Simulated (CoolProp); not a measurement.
The numbers come from the reference Helmholtz-energy equation of state, Akasaka 2024 in CoolProp.

Problem. For R1132(E), give the phase and the density (kg/m³), cv (kJ/(kg K)), isothermal compressibility (1/MPa) at 65.25 °C and 65 bar; 108.35 °C and 65 bar; 120.65 °C and 65 bar.

Solution. 
- 65.25 °C and 65 bar: liquid; density 765, cv 1.11, isothermal compressibility 0.0256
- 108.35 °C and 65 bar: supercritical; density 224, cv 1.11, isothermal compressibility 0.301
- 120.65 °C and 65 bar: supercritical; density 193, cv 1.09, isothermal compressibility 0.251
